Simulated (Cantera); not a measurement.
Cantera run:

```python
import numpy as np
import cantera as ct

gas_names = """
    O3 SF4 SO2 F2
""".split()
cond_names = """

""".split()


def load(file, names, dense=False):
    # The tables refer to 1 bar. Condensed volumes are neglected.
    table = {s.name: s for s in ct.Species.list_from_file(file)}
    out = []
    for n in names:
        d = dict(table[n].input_data)
        d["thermo"] = dict(d["thermo"], **{"reference-pressure": 1e5})
        if dense:
            d["equation-of-state"] = {"model": "constant-volume", "density": "1e6 g/cm^3"}
        out.append(ct.Species.from_dict(d))
    return out


species = {s.name: s for s in load("nasa_gas.yaml", gas_names) + load("nasa_condensed.yaml", cond_names)}
# Each term lists the table entries of one substance; the one whose range holds T is used.
reactions = {
    '2 O3(g) + 3 SF4(g) = 3 SO2(g) + 6 F2(g)':
        [(-2, ['O3']), (-3, ['SF4']), (3, ['SO2']), (6, ['F2'])],
}


def pick(names, T):
    return next(species[n] for n in names if species[n].thermo.min_temp <= T <= species[n].thermo.max_temp)


results = []
for label, terms in reactions.items():
    print(label)
    print("     T/K   dH/kJ  dS/(J/K)   dG/kJ   log10 K")
    for T in [300, 2448, 2548, 2648, 2748, 2848]:
        used = [(nu, pick(names, T)) for nu, names in terms]
        dH = sum(nu * s.thermo.h(T) for nu, s in used) / 1e6
        dS = sum(nu * s.thermo.s(T) for nu, s in used) / 1e3
        dG = dH - T * dS / 1e3
        logK = -dG * 1e6 / (ct.gas_constant * T * np.log(10))
        results.append((label, T, dH, dS, dG, logK, [s.name for _, s in used]))
        print(f"{T:8g} {dH:8.1f} {dS:8.1f} {dG:8.1f} {logK:8.2f}")
```

Output:

```
2 O3(g) + 3 SF4(g) = 3 SO2(g) + 6 F2(g)
     T/K   dH/kJ  dS/(J/K)   dG/kJ   log10 K
     300   1115.4    584.3    940.1  -163.69
    2448   1028.6    512.0   -224.8     4.80
    2548   1021.3    509.1   -275.8     5.65
    2648   1013.5    506.1   -326.6     6.44
    2748   1005.2    503.0   -377.0     7.17
    2848    996.4    499.8   -427.2     7.83
```

Cantera with NASA thermochemical tables; ideal gases at 1 bar, condensed phases pure. Condensed species are held in their standard states even where they would react or evaporate.
